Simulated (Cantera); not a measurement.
## Moist CO burnout

A perfectly stirred reactor is fed with CO : O2 : H2O : N2 = 0.0026 : 0.015 : 0.013 : 1 (molar parts), at 1.01 bar; it is held at 1223 K, and followed from long to short residence time.

Computed with Cantera and GRI-Mech 3.0 (53 species, 325 reactions).

| τ (s) | x CO | x O2 | x H2O | x N2O | x O | x H2 | x CO2 |
|---|---|---|---|---|---|---|---|
| 27 | 6.01e-6 | 0.0133 | 0.0126 | 2.47e-7 | 2.86e-7 | 1.74e-7 | 0.00252 |
| 7.3 | 1.47e-5 | 0.0133 | 0.0126 | 4.29e-7 | 6.75e-7 | 4.13e-7 | 0.00251 |
| 2.0 | 3.54e-5 | 0.0133 | 0.0126 | 5.56e-7 | 1.59e-6 | 9.85e-7 | 0.00249 |
| 0.54 | 8.58e-5 | 0.0133 | 0.0126 | 5.33e-7 | 3.82e-6 | 2.38e-6 | 0.00244 |
| 0.15 | 0.000200 | 0.0134 | 0.0126 | 4.19e-7 | 8.86e-6 | 5.57e-6 | 0.00233 |
| 0.041 | 0.000452 | 0.0135 | 0.0126 | 2.92e-7 | 1.98e-5 | 1.25e-5 | 0.00207 |
| 0.011 | 0.000943 | 0.0138 | 0.0126 | 1.77e-7 | 3.97e-5 | 2.43e-5 | 0.00158 |
| 0.0030 | 0.00165 | 0.0141 | 0.0125 | 8.19e-8 | 5.94e-5 | 3.31e-5 | 0.000871 |
x: mole fraction; the columns are a selection and need not sum to one.
